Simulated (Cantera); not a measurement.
**Silicon nitride deposition: SiH4 + N2**

Input: 1 mol SiH4, 2.1 mol N2, equilibrated at 0.790 bar.

Method: chemical equilibrium by Gibbs-energy minimisation in Cantera with the NASA 1993 tables (ideal gas, pure condensed phases). Candidate condensed phases: Si, Si3N4; 18 gas species. N2 is the only nitrogen source here; it is nearly inert below about 1500 K, so the nitride shown seldom forms there in practice. The tables' values for SiN are old estimates; treat these amounts as uncertain. Gases not in the tables: Si2H6 and higher silanes. Kinetics and transport are ignored.

From 1050 K to 1950 K the condensed part is Si3N4(s). At 2100 K the condensed part is Si(l).

```csv
T (K),log p H2,log p N2,log p H,log p Si,log p NH3,log p SiH2,n Si3N4(s),n Si(l)
1050,-0.34,-0.48,-8.26,<-12,-4.12,<-12,0.333,0
1200,-0.34,-0.48,-6.87,<-12,-4.47,<-12,0.333,0
1350,-0.34,-0.48,-5.79,<-12,-4.74,-10.61,0.333,0
1500,-0.34,-0.48,-4.92,-10.54,-4.95,-8.72,0.333,0
1650,-0.34,-0.48,-4.21,-8.36,-5.13,-7.19,0.333,0
1800,-0.34,-0.48,-3.61,-6.55,-5.28,-5.91,0.333,0
1950,-0.34,-0.48,-3.11,-5.02,-5.41,-4.83,0.333,0
2100,-0.42,-0.39,-2.71,-3.87,-5.59,-4.15,0,0.998
```
log p: log10 of the partial pressure in bar; n: condensed amount in mol.
